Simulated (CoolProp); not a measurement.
The numbers come from the reference Helmholtz-energy equation of state, Platzer 1990 in CoolProp. This equation is an older, rougher fit; its heat capacities, sound speeds and derivatives of the liquid may be far off and weren't checked against measurements.

Q: Give the vapour pressure (bar), liquid density (kg/m³), liquid viscosity (µPa s), vapour viscosity (µPa s) of saturated R13 at -49.05, -32.05 °C.

A: 
| T (°C) | p (bar) | liquid density (kg/m³) | liquid viscosity (µPa s) | vapour viscosity (µPa s) |
|---|---|---|---|---|
| -49.05 | 4.34 | 1390 | 196 | 10.8 |
| -32.05 | 7.87 | 1310 | 155 | 11.8 |

Viscosity comes from a separate model (Huber 2003), an estimate that may be off by 10 % or more.
